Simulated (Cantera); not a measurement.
A Cantera script and what it prints.

```python
import numpy as np
import cantera as ct

gas_names = """
    AL ALCL ALCL2 ALCL3 ALN ALO ALOCL ALO2 AL2 AL2CL6 AL2O AL2O2 CL CLO CL2 N NO NO2 NO3 N2 N2O O O2 O3
""".split()
cond_names = """
    AL(cr) AL(L) ALCL3(s) ALCL3(L) ALN(s) AL2O3(a) AL2O3(L)
""".split()


# ... load() reads the species with a 1 bar reference pressure and builds the phases ...
atoms = {
    'AlCl3': {'AL': 1, 'CL': 3},
    'N2O': {'N': 2, 'O': 1},
    'N2': {'N': 2},
}
top_T = {'ALN(s)': 2750}  # K; cautious upper limits of use, not melting points


# ... equilibrate(T, P, feed) seeds the gas with the atoms and calls Mixture.equilibrate('TP', solver="vcs", rtol=1e-11, max_steps=5000) ...
results = []
feed = {'AlCl3': 1, 'N2O': 15, 'N2': 51}  # mol
P = 10000  # Pa
for T in [1073, 1173, 1273, 1373, 1473, 1573, 1673, 1773, 1873, 1973, 2073, 2173]:
    mix = equilibrate(T, P, feed)
    results.append((T, P, feed, dict(zip(mix.species_names, mix.species_moles))))
    x = sorted(zip(gas.X, gas.species_names), reverse=True)
    print(f"T = {T:g} K  P = {P:g} Pa  gas = {mix.phase_moles(0):.4g} mol")
    print("   x: " + "  ".join(f"{s} {v:.3e}" for v, s in x if v > 1e-06))
    print("   condensed (mol): " + ("  ".join(f"{mix.phase(i).name} {mix.phase_moles(i):.4g}"
          for i in range(1, mix.n_phases) if mix.phase_moles(i) > 1e-12) or "none"))
```

Output:

```
T = 1073 K  P = 10000 Pa  gas = 74.27 mol
   x: N2 8.887e-01  O2 9.086e-02  CL2 1.996e-02  CL 4.804e-04  NO 4.617e-05  CLO 2.366e-06
   condensed (mol): AL2O3(a) 0.5
T = 1173 K  P = 10000 Pa  gas = 74.31 mol
   x: N2 8.881e-01  O2 9.078e-02  CL2 1.940e-02  CL 1.560e-03  NO 1.105e-04  CLO 6.170e-06
   condensed (mol): AL2O3(a) 0.5
T = 1273 K  P = 10000 Pa  gas = 74.4 mol
   x: N2 8.869e-01  O2 9.060e-02  CL2 1.809e-02  CL 4.126e-03  NO 2.305e-04  CLO 1.353e-05
   condensed (mol): AL2O3(a) 0.5
T = 1373 K  P = 10000 Pa  gas = 74.59 mol
   x: N2 8.846e-01  O2 9.027e-02  CL2 1.556e-02  CL 9.070e-03  NO 4.313e-04  CLO 2.526e-05  ALCL3 1.410e-06
   condensed (mol): AL2O3(a) 0.4999
T = 1473 K  P = 10000 Pa  gas = 74.87 mol
   x: N2 8.811e-01  O2 8.976e-02  CL 1.661e-02  CL2 1.170e-02  NO 7.395e-04  CLO 4.007e-05  ALCL3 3.933e-06  O 2.644e-06
   condensed (mol): AL2O3(a) 0.4999
T = 1573 K  P = 10000 Pa  gas = 75.2 mol
   x: N2 8.771e-01  O2 8.914e-02  CL 2.522e-02  CL2 7.298e-03  NO 1.182e-03  CLO 5.357e-05  O 9.862e-06  ALCL3 6.851e-06  NO2 1.060e-06
   condensed (mol): AL2O3(a) 0.4997
T = 1673 K  P = 10000 Pa  gas = 75.47 mol
   x: N2 8.737e-01  O2 8.851e-02  CL 3.218e-02  CL2 3.745e-03  NO 1.786e-03  CLO 6.099e-05  O 3.144e-05  ALCL3 7.622e-06  NO2 1.231e-06
   condensed (mol): AL2O3(a) 0.4997
T = 1773 K  P = 10000 Pa  gas = 75.62 mol
   x: N2 8.715e-01  O2 8.790e-02  CL 3.619e-02  NO 2.576e-03  CL2 1.698e-03  O 8.802e-05  CLO 6.194e-05  ALCL3 6.184e-06  NO2 1.408e-06
   condensed (mol): AL2O3(a) 0.4998
T = 1873 K  P = 10000 Pa  gas = 75.7 mol
   x: N2 8.701e-01  O2 8.724e-02  CL 3.806e-02  NO 3.572e-03  CL2 7.497e-04  O 2.208e-04  CLO 5.936e-05  ALCL3 4.325e-06  NO2 1.586e-06
   condensed (mol): AL2O3(a) 0.4998
T = 1973 K  P = 10000 Pa  gas = 75.74 mol
   x: N2 8.690e-01  O2 8.645e-02  CL 3.886e-02  NO 4.786e-03  O 5.042e-04  CL2 3.419e-04  CLO 5.566e-05  ALCL3 2.900e-06  ALOCL 2.675e-06  NO2 1.763e-06
   condensed (mol): AL2O3(a) 0.4998
T = 2073 K  P = 10000 Pa  gas = 75.78 mol
   x: N2 8.679e-01  O2 8.541e-02  CL 3.920e-02  NO 6.222e-03  O 1.062e-03  CL2 1.646e-04  CLO 5.185e-05  ALOCL 7.407e-06  ALCL3 1.954e-06  NO2 1.934e-06
   condensed (mol): AL2O3(a) 0.4996
T = 2173 K  P = 10000 Pa  gas = 75.82 mol
   x: N2 8.665e-01  O2 8.403e-02  CL 3.933e-02  NO 7.872e-03  O 2.084e-03  CL2 8.395e-05  CLO 4.824e-05  ALOCL 1.852e-05  NO2 2.093e-06  ALCL3 1.345e-06
   condensed (mol): AL2O3(a) 0.4992
```

Method: chemical equilibrium by Gibbs-energy minimisation in Cantera with the NASA 1993 tables (ideal gas, pure condensed phases).
